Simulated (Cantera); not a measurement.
Input (Python, Cantera):

```python
import numpy as np
import cantera as ct

gas = ct.Solution("gri30.yaml")
gas.TPX = 350, 450000, {'CH4': 1, 'O2': 2.5, 'N2': 12.5}
inlet = ct.Reservoir(gas, clone=True)
gas.equilibrate("HP")  # start burning
reactor = ct.IdealGasConstPressureReactor(gas, energy="on", clone=False)
exhaust = ct.Reservoir(gas, clone=True)
tau = [0.029, 0.013, 0.0057, 0.0025, 0.0011, 0.0005, 0.00022, 9.9e-05, 4.4e-05][0]
for a, b in ((inlet, reactor), (reactor, exhaust)):
    ct.MassFlowController(a, b, mdot=lambda t: reactor.mass / tau)
net = ct.ReactorNet([reactor])
show = ['CH4', 'O2', 'O', 'H', 'NO2', 'HO2']

rows = []
print(f"{'tau/s':>10s}{'T/K':>9s}" + "".join(f"{s:>11s}" for s in show))
for tau in [0.029, 0.013, 0.0057, 0.0025, 0.0011, 0.0005, 0.00022, 9.9e-05, 4.4e-05]:
    net.initial_time = 0.0
    net.advance(30 * tau)
    before = gas.X
    net.advance(40 * tau)
    drift = np.max(np.abs(gas.X - before) / (gas.X + 1e-9))
    rows.append([gas.T, *gas[show].X, drift])
    print(f"{tau:10.3e}{gas.T:9.1f}" + "".join(f"{x:11.3e}" for x in gas[show].X))
```

It prints:

```
     tau/s      T/K        CH4         O2          O          H        NO2        HO2
 2.900e-02   1767.1  1.855e-05  3.137e-02  4.409e-05  9.287e-06  5.015e-08  2.153e-06
 1.300e-02   1763.1  3.172e-05  3.153e-02  6.982e-05  1.901e-05  5.306e-08  3.556e-06
 5.700e-03   1756.5  5.534e-05  3.185e-02  1.125e-04  3.981e-05  5.216e-08  6.001e-06
 2.500e-03   1745.4  9.818e-05  3.243e-02  1.789e-04  8.205e-05  4.706e-08  1.009e-05
 1.100e-03   1726.8  1.805e-04  3.350e-02  2.735e-04  1.619e-04  3.983e-08  1.687e-05
 5.000e-04   1695.5  3.546e-04  3.551e-02  3.763e-04  2.863e-04  3.166e-08  2.811e-05
 2.200e-04    350.0  6.250e-02  1.563e-01 -6.161e-25  8.767e-34 -1.088e-19 -6.207e-19
 9.900e-05    350.0  6.250e-02  1.562e-01 -1.110e-28 -1.032e-35 -8.783e-24 -5.009e-23
 4.400e-05    350.0  6.250e-02  1.562e-01 -6.936e-30  3.540e-38 -5.548e-25 -3.164e-24
```

Model: GRI-Mech 3.0 (53 species, 325 reactions), integrated in Cantera.
